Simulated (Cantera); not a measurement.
Feed: 1 mol SiCl₄, 1.1 mol H₂O, 96 mol H₂, held at 7.50 Torr.

Method: chemical equilibrium by Gibbs-energy minimisation in Cantera with the NASA 1993 tables (ideal gas, pure condensed phases). Candidate condensed phases: H₂O, Si, SiO₂; 30 gas species. Mutual solubility and eutectic melting of coexisting phases are not modelled. The tables hold silica as quartz up to 1696 K and as liquid above; real silica turns to tridymite and cristobalite and melts near 1996 K. The numbers say what is thermodynamically allowed, not how fast it happens.

### Question
Which condensed phases are stable at each of these points (T (K)): 873, 973, 1073, 1173, 1273, 1373, 1473, 1573, 1673?

### Answer
```tsv
T (K)	condensed phases	Si condensed (%)
873	SiO₂(β-quartz)	55.0
973	SiO₂(β-quartz)	55.0
1073	SiO₂(β-quartz)	55.0
1173	Si(s) + SiO₂(β-quartz)	66.0
1273	Si(s) + SiO₂(β-quartz)	63.7
1373	SiO₂(β-quartz)	37.4
1473	SiO₂(β-quartz)	13.5
1573	SiO₂(β-quartz)	8.8
1673	gas only	0.0
```

From 873 K to 1073 K the condensed part is SiO₂(β-quartz). From 1173 K to 1273 K the condensed part is Si(s) + SiO₂(β-quartz). From 1373 K to 1573 K the condensed part is SiO₂(β-quartz). At 1673 K nothing is condensed.
